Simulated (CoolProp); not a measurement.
Properties of n-perfluorohexane along the isotherm 351.7 K (Tc = 448.0 K, pc = 17.42 bar, ω = 0.497).

Model: reference Helmholtz-energy equation of state, Gao 2022, in CoolProp.

```csv
p (bar),phase,density (kg/m³),expansivity (1/kK)
6.7,liquid,1511,2.319
13.4,liquid,1517,2.248
20.1,liquid,1523,2.183
26.8,liquid,1528,(withheld)
33.5,liquid,1533,2.072
40.2,liquid,(withheld),2.023
46.9,liquid,1543,1.977
53.6,liquid,1548,(withheld)
60.3,liquid,1552,1.896
67,liquid,1557,(withheld)
73.7,liquid,(withheld),(withheld)
80.4,liquid,1565,1.794
87.1,liquid,(withheld),1.764
```

What belongs in the gaps?


- 26.8, expansivity (1/kK): 2.125
- 40.2, density (kg/m³): 1538
- 53.6, expansivity (1/kK): 1.935
- 67, expansivity (1/kK): 1.860
- 73.7, density (kg/m³): 1561
- 73.7, expansivity (1/kK): 1.826
- 87.1, density (kg/m³): 1569
